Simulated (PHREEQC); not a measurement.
A column of 0.1 m (40 cells, dispersivity 0.008 m, 60 s a shift, diffusion coefficient 3e-10 m²/s) holds 0.0039 eq of the database's cation exchanger X per kg of pore water, first in equilibrium with 21 mmol/kgw MgCl2, 37 mmol/kgw CaCl2, 0.33 mmol/kgw NaCl and 0.01 mmol/kgw HCl. It is flushed with 0.002 mol MgSO4 and 1e-05 mol HCl per kg of water, at 40 °C. Values are for the last cell. No CO2 enters from the air. Precipitation was switched off in this run.

Base run: PHREEQC, ion-association model, phreeqc.dat. Each further column changes one thing. The table gives Na in solution (mol/kgw).

| pore volumes | base | exchange capacity from 0.0039 to 0.0019 eq/kgw | dispersivity from 0.008 to 0.016 m |
|---|---|---|---|
| 0 | 0.000330 | 0.000330 | 0.000330 |
| 0.5125 | 0.000312 | 0.000311 | 0.000283 |
| 0.8875 | 0.000182 | 0.000182 | (withheld) |
| 1.387 | 5.03e-5 | 4.96e-5 | (withheld) |
| 1.762 | 1.62e-5 | 1.57e-5 | (withheld) |
| 2.263 | 3.36e-6 | (withheld) | (withheld) |
| 2.638 | 1.01e-6 | 9.19e-7 | 4.78e-6 |
| 3.138 | 2.00e-7 | (withheld) | 1.71e-6 |
| 3.513 | 5.89e-8 | 4.97e-8 | 7.92e-7 |
| 4.013 | 1.15e-8 | 9.27e-9 | 2.84e-7 |

Question: What belongs in the gaps?

Answer: 
- 0.8875, dispersivity from 0.008 to 0.016 m: 0.000164
- 1.387, dispersivity from 0.008 to 0.016 m: 6.29e-5
- 1.762, dispersivity from 0.008 to 0.016 m: 2.92e-5
- 2.263, exchange capacity from 0.0039 to 0.0019 eq/kgw: 3.15e-6
- 2.263, dispersivity from 0.008 to 0.016 m: 1.04e-5
- 3.138, exchange capacity from 0.0039 to 0.0019 eq/kgw: 1.74e-7

Constants without temperature data keep their 25 °C values here.
